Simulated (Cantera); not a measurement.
Input: 1 mol CS2, 0.046 mol H2, 1.4 mol N2, 2.7 mol O2, at 2825 K and 0.00133 bar.

Cantera equilibrium calculation (NASA polynomials, part measured and part estimated; ideal gas, pure solids and liquids). Candidate condensed phases: C, C6H6, C7H8, C8H18, H2O, H2SO4, S; 150 gas species. Equilibrium is a limit: real reactors are often held back by kinetics, nucleation or transport.

Base state: O 0.328, N2 0.192, CO 0.134, SO 0.130, S 0.116, O2 0.0399, SO2 0.0321, H 0.0118 (mole fractions); condensed: gas only.

Q: What changes in the equilibrium state with this change: temperature from 2825 K to 1373.15 K?

A: 
```json
[
 {"species": "SO2", "before": "0.0321", "after": "0.404"},
 {"species": "N2", "before": "0.192", "after": "0.323"},
 {"species": "CO2", "before": "0.00582", "after": "0.194"},
 {"species": "O", "before": "0.328", "after": "1.50e-9"},
 {"species": "O2", "before": "0.0399", "after": "7.83e-9"},
 {"species": "H", "before": "0.0118", "after": "2.72e-6"},
 {"species": "S", "before": "0.116", "after": "3.62e-5"},
 {"species": "S2", "before": "0.000838", "after": "0.0263"},
 {"species": "SO", "before": "0.130", "after": "0.00468"},
 {"species": "CO", "before": "0.134", "after": "0.0368"},
 {"species": "NO", "before": "0.00819", "after": "7.69e-8"},
 {"species": "N", "before": "5.04e-5", "after": "<1e-9"},
 {"species": "H2S", "before": "2.95e-9", "after": "3.74e-5"},
 {"species": "OH", "before": "0.00103", "after": "5.30e-7"},
 {"species": "H2O", "before": "7.04e-6", "after": "0.00967"}
]
```
